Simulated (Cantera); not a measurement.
An adiabatic, constant-pressure homogeneous reactor starts with H₂ : O₂ : N₂ : NO = 1 : 0.278 : 1.04 : 0.0024 (molar parts), at 1000 K and 1000000 Pa. Integrator tolerance rtol = 1e-08.

Cantera simulation using GRI-Mech 3.0 (53 species, 325 reactions); the numbers are that mechanism's predictions, not measurements. The hydrogen kinetics of GRI-Mech 3.0 are dated; newer H2 mechanisms differ, most at raised pressure. The mechanism lacks 2 NO + O2 → 2 NO2 and HONO, so NO2 and the effect of NO are under-described below about 1400 K.

Task: What does this change do: initial temperature 1000 to 1275 K?

Result: 
```json
[
 {"quantity": "time of steepest temperature rise", "before": "0.536 ms", "after": "6.79 µs"},
 {"quantity": "temperature at 3.00 s", "before": "2678 K", "after": "2855 K"},
 {"quantity": "equilibrium temperature", "before": "2678 K", "after": "2855 K"},
 {"quantity": "x(H₂) at 3.00 s", "before": "0.213 (gas-phase equilibrium 0.213)", "after": "0.211 (gas-phase equilibrium 0.211)"},
 {"quantity": "x(O₂) at 3.00 s", "before": "2.86e-5 (gas-phase equilibrium 2.86e-5)", "after": "0.000114 (gas-phase equilibrium 0.000114)"},
 {"quantity": "x(NO) at 3.00 s", "before": "0.000289 (gas-phase equilibrium 0.000289)", "after": "0.000743 (gas-phase equilibrium 0.000743)"},
 {"quantity": "x(H) at 3.00 s", "before": "0.00768 (gas-phase equilibrium 0.00768)", "after": "0.0145 (gas-phase equilibrium 0.0145)"},
 {"quantity": "x(H₂O₂) at 3.00 s", "before": "4.59e-8 (gas-phase equilibrium 4.59e-8)", "after": "1.23e-7 (gas-phase equilibrium 1.23e-7)"}
]
```

Task: What does this change do: pressure from 1000000 Pa to 1600000 Pa?

Result: 
| quantity | before | after |
|---|---|---|
| time of steepest temperature rise | 0.536 ms | 0.847 ms |
| temperature at 3.00 s | 2678 K | 2689 K |
| equilibrium temperature | 2678 K | 2689 K |
| x(H₂) at 3.00 s | 0.213 (gas-phase equilibrium 0.213) | 0.214 (gas-phase equilibrium 0.214) |
| x(O₂) at 3.00 s | 2.86e-5 (gas-phase equilibrium 2.86e-5) | 1.96e-5 (gas-phase equilibrium 1.96e-5) |
| x(NO) at 3.00 s | 0.000289 (gas-phase equilibrium 0.000289) | 0.000244 (gas-phase equilibrium 0.000244) |
| x(H) at 3.00 s | 0.00768 (gas-phase equilibrium 0.00768) | 0.00634 (gas-phase equilibrium 0.00634) |
| x(H₂O₂) at 3.00 s | 4.59e-8 (gas-phase equilibrium 4.59e-8) | 4.92e-8 (gas-phase equilibrium 4.92e-8) |
The pressure lies above the range GRI-Mech 3.0 was tuned for (to about 10 atm).
